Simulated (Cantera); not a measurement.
A Cantera script and what it prints.

```python
import numpy as np
import cantera as ct

gas_names = [...]  # 113 gases of nasa_gas.yaml made of C, H, O, Ti
cond_names = """
    C(gr) C6H6(L) C7H8(L) C8H18(L),n-octa H2O(s) H2O(L) Ti(a) Ti(b) Ti(L) TiC(s) TiC(L) TiO(a) TiO(b)
    TiO(L) TiO2(ru) TiO2(L) Ti2O3(a) Ti2O3(b) Ti2O3(L) Ti3O5(a) Ti3O5(b) Ti3O5(L) Ti4O7(s) Ti4O7(L)
""".split()


# ... load() reads the species with a 1 bar reference pressure and builds the phases ...
atoms = {
    'Ti(OiPr)4': {'Ti': 1, 'C': 12, 'H': 28, 'O': 4},
    'H2': {'H': 2},
}
top_T = {'C(gr)': 4500}  # K; cautious upper limits of use, not melting points


# ... equilibrate(T, P, feed) seeds the gas with the atoms and calls Mixture.equilibrate('TP', solver="vcs", rtol=1e-11, max_steps=5000) ...
results = []
feed = {'Ti(OiPr)4': 1, 'H2': 170}  # mol
P = 1000  # Pa
for T in [1000, 1200, 1400, 1600, 1800, 2000, 2200]:
    mix = equilibrate(T, P, feed)
    results.append((T, P, feed, dict(zip(mix.species_names, mix.species_moles))))

top = {s: max(r[3][s] / sum(r[3][g] for g in gas_names) for r in results) for s in gas_names}
cols = sorted((s for s in top if top[s] > 0.0001), key=lambda s: -top[s])[:6]
seen = [c for c in cond_names if any(r[3].get(c, 0) > 1e-12 for r in results)]
print("log10 of partial pressures in bar; condensed amounts in mol")
print(f"{'T/K':>10s}" + "".join(f"{s[:9]:>10s}" for s in cols + seen))
for T, P, feed, n in results:
    ng = sum(n[g] for g in gas_names)
    print(f"{T:10.4g}" + "".join(f"{np.log10(max(n[s] / ng * P / 1e5, 1e-99)):10.3f}" for s in cols)
          + "".join(f"{n.get(c, 0):10.4g}" for c in seen))
```

It prints:

```
log10 of partial pressures in bar; condensed amounts in mol
       T/K        H2         H        CO C2H2,acet       CH4     C(gr)    TiC(s)  Ti4O7(s)
      1000    -2.006    -9.647    -3.919   -10.948    -5.031     9.586         0      0.25
      1200    -2.009    -7.709    -3.672    -8.998    -5.820     6.973         1         0
      1400    -2.009    -6.318    -3.672    -7.608    -6.383     6.991         1         0
      1600    -2.010    -5.269    -3.672    -6.570    -6.806     6.987         1         0
      1800    -2.011    -4.452    -3.673    -5.767    -7.136     6.934         1         0
      2000    -2.017    -3.797    -3.676    -5.131    -7.406     6.719         1         0
      2200    -2.035    -3.267    -3.684    -4.626    -7.650     6.081    0.9995         0
```

Cantera equilibrium calculation (NASA polynomials, part measured and part estimated; ideal gas, pure solids and liquids). The feed counts by its element totals alone. TiC: taken at fixed stoichiometry. Condensed phases not in the tables: Magnéli phases beyond Ti4O7.
